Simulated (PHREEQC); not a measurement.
PHREEQC input (Pitzer model, pitzer.dat):

```
SOLUTION 1
  temp 20
  units mol/kgw
  pH 7 charge
  Br 0.145
  Mg 0.036
  Na 0.183
  Cl 0.11
  S(6) 0.0018
  Ca 0.0018
END
USE solution 1
INCREMENTAL_REACTIONS false
REACTION 1
  H2O -1
  0 9.886 18.011 24.689 30.178 34.689 38.397 41.444
  43.949 46.007 47.699 49.089 50.232 51.172 51.944 52.578
  53.1 moles
EQUILIBRIUM_PHASES 1
  Bischofite 0 0
  Bloedite 0 0
  Brucite 0 0
  Epsomite 0 0
  Glauberite 0 0
  Gypsum 0 0
  Anhydrite 0 0
  Halite 0 0
  Hexahydrite 0 0
  Kieserite 0 0
  Mirabilite 0 0
  Portlandite 0 0
  Thenardite 0 0
  MgCl2_4H2O 0 0
SELECTED_OUTPUT 1
  -reset false
  -pH true
  -pe true
  -ionic_strength true
  -water true
  -activities H2O
  -totals Br Ca Cl Mg Na S
  -molalities H+ Na+ Mg+2 Ca+2 Cl- SO4-2 Br- OH- HSO4- MgOH+
  -equilibrium_phases Bischofite Bloedite Brucite Epsomite Glauberite Gypsum Anhydrite Halite Hexahydrite Kieserite
    Mirabilite Portlandite Thenardite MgCl2_4H2O
PRINT
  -reset false
END
```

Selected output (columns that matter, 17 of 17 rows; water left (kg) added in front):

```
water left (kg)	pH	mu	Br	Ca	Cl	Mg	Na	S	m_H+	m_Na+	m_Mg+2	m_Ca+2	la_H2O	Gypsum
1	6.848	0.2982	0.145	0.0018	0.11	0.036	0.183	0.0018	1.7578e-07	0.183	0.036	0.0018	-0.0034082	0
0.821894	6.8207	0.36282	0.17642	0.0021901	0.13384	0.043801	0.22266	0.0021901	1.8553e-07	0.22266	0.043801	0.0021901	-0.0041521	0
0.675514	6.7899	0.44144	0.21465	0.0026646	0.16284	0.053293	0.2709	0.0026646	1.9631e-07	0.2709	0.053293	0.0026646	-0.005065	0
0.555203	6.755	0.5371	0.26117	0.0032421	0.19813	0.064841	0.32961	0.0032421	2.083e-07	0.32961	0.064841	0.0032421	-0.0061883	0
0.456313	6.7152	0.6535	0.31776	0.0039447	0.24106	0.078893	0.40104	0.0039447	2.2174e-07	0.40104	0.078893	0.0039447	-0.0075751	0
0.375043	6.6694	0.79511	0.38662	0.0047994	0.2933	0.095989	0.48794	0.0047994	2.3695e-07	0.48794	0.095989	0.0047994	-0.0092936	0
0.30824	6.6162	0.96743	0.47041	0.0058396	0.35687	0.11679	0.59369	0.0058396	2.544e-07	0.59369	0.11679	0.0058396	-0.011434	0
0.253345	6.5537	1.177	0.57234	0.0071049	0.43419	0.1421	0.72234	0.0071049	2.7472e-07	0.72234	0.1421	0.0071049	-0.014116	0
0.208215	6.4799	1.4322	0.6964	0.0086449	0.5283	0.1729	0.8789	0.0086449	2.9885e-07	0.8789	0.1729	0.0086449	-0.017504	0
0.171138	6.3918	1.7425	0.84727	0.010518	0.64276	0.21036	1.0693	0.010518	3.281e-07	1.0693	0.21036	0.010518	-0.021817	0
0.140655	6.2858	2.1201	1.0309	0.012797	0.78206	0.25595	1.3011	0.012797	3.6445e-07	1.3011	0.25595	0.012797	-0.027373	0
0.115613	6.1575	2.5793	1.2542	0.015569	0.95145	0.31138	1.5829	0.015569	4.1072e-07	1.5829	0.31138	0.015569	-0.034611	0
0.0950203	6.0015	3.1383	1.526	0.018943	1.1576	0.37887	1.9259	0.018943	4.7111e-07	1.9259	0.37887	0.018943	-0.044175	0
0.0780853	5.8115	3.8189	1.8569	0.023052	1.4087	0.46103	2.3436	0.023052	5.5178e-07	2.3436	0.46103	0.023052	-0.057	0
0.0641769	5.5803	4.6465	2.2594	0.028047	1.714	0.56095	2.8515	0.028047	6.6152e-07	2.8515	0.56095	0.028047	-0.074427	0
0.0527548	5.3	5.6526	2.7486	0.03412	2.0851	0.6824	3.4689	0.03412	8.1279e-07	3.4689	0.6824	0.03412	-0.098439	0
0.0433435	4.9571	6.8622	3.3454	0.037102	2.5379	0.83057	4.2221	0.037102	1.033e-06	4.2221	0.83057	0.037102	-0.13195	0.00019188
```

Complexes and solids missing from the database can't appear.
